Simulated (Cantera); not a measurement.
Charge: 1 mol MgCO3, 3.4 mol H2S, 0.074 mol CO2, at 877 °C and 75.0 Torr.

These are equilibrium values from Cantera (NASA tables, ideal gas, pure condensed phases), not measurements of a reactor. Candidate condensed phases: C, C6H6, C7H8, C8H18, H2O, H2SO4, Mg, MgCO3, MgO, Mg(OH)2, MgS, MgSO4, S; 130 gas species. Gases not in the tables: S3 to S7. Rates play no part.

Base state: H2S 0.430, H2 0.121, H2O 0.121, S2 0.115, CO 0.109, CO2 0.0913, COS 0.0122, CS2 0.000388 (mole fractions); condensed: MgO(s).

What changes in the equilibrium state with this change: H2S from 3.4 to 0.21 mol?


| species | before | after |
|---|---|---|
| CO2 | 0.0913 | 0.675 |
| H2O | 0.121 | 0.106 |
| CO | 0.109 | 0.105 |
| H2S | 0.430 | 0.0338 |
| H2 | 0.121 | 0.0139 |
| S2 | 0.115 | 0.0542 |
| COS | 0.0122 | 0.00809 |
| SO2 | 8.01e-5 | 0.00323 |
| CS2 | 0.000388 | 2.31e-5 |
| MgO(s), mol | 1.00 | 1.00 |

What changes in the equilibrium state with this change: pressure from 75.0 Torr to 4050 Torr?


```
species        before     after
-----------  --------  --------
H2S             0.430     0.593
CO2            0.0913     0.135
H2O             0.121    0.0951
H2              0.121    0.0354
S2              0.115    0.0475
COS            0.0122    0.0318
CO              0.109    0.0599
CS2          0.000388   0.00178
SH           0.000311  0.000108
SO2           8.01e-5   5.05e-5
S2O           5.44e-5   6.05e-5
MgO(s), mol      1.00      1.00
```

What changes in the equilibrium state with this change: CO2 from 0.074 to 4.4 mol?


```tsv
species	before	after
CO2	0.0913	0.399
H2O	0.121	0.155
H2S	0.430	0.148
H2	0.121	0.0465
CO	0.109	0.142
S2	0.115	0.0929
COS	0.0122	0.0144
SO2	8.01e-5	0.000802
CS2	0.000388	0.000123
SO	4.11e-6	1.23e-5
S2O	5.44e-5	0.000147
MgO(s), mol	1.00	1.00
```
